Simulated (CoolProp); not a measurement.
Vapour-liquid equilibrium of n-butane (1) + acetone (2) at 50.65 °C; x and y are mole fractions of (1).

Computed with CoolProp (multi-fluid Helmholtz-energy mixture model, Bücker 2006 and Lemmon 2006; pair parameters Bell 2016).

| x | bubble pressure, mixture model (MPa) | bubble pressure, Raoult's law (MPa) | y, mixture model | y, Raoult's law |
|---|---|---|---|---|
| 0.05 | 0.1579 | 0.1049 | 0.480 | 0.240 |
| 0.125 | 0.2464 | 0.1364 | 0.679 | 0.462 |
| 0.2 | 0.3109 | 0.1679 | 0.755 | 0.600 |
| 0.275 | 0.3563 | 0.1995 | 0.794 | 0.695 |
| 0.35 | 0.3877 | 0.2310 | 0.817 | 0.764 |
| 0.425 | 0.4096 | 0.2625 | 0.833 | 0.816 |
| 0.5 | 0.4256 | 0.2940 | 0.845 | 0.857 |
| 0.575 | 0.4385 | 0.3256 | 0.856 | 0.891 |
| 0.65 | 0.4502 | 0.3571 | 0.867 | 0.918 |
| 0.725 | 0.4620 | 0.3886 | 0.880 | 0.941 |
| 0.8 | 0.4744 | 0.4201 | 0.898 | 0.960 |
| 0.875 | 0.4870 | 0.4517 | 0.924 | 0.977 |
| 0.95 | 0.4986 | 0.4832 | 0.963 | 0.991 |

The largest gap from Raoult's law is +85.2 % in bubble pressure, at x = 0.2. No azeotrope shows between x = 0.05 and 0.95.

Pair parameters are fitted to limited data, so mixtures are less certain than the pure fluids. With so large a gap from Raoult's law the liquid may split in two, which this calculation doesn't test in full.
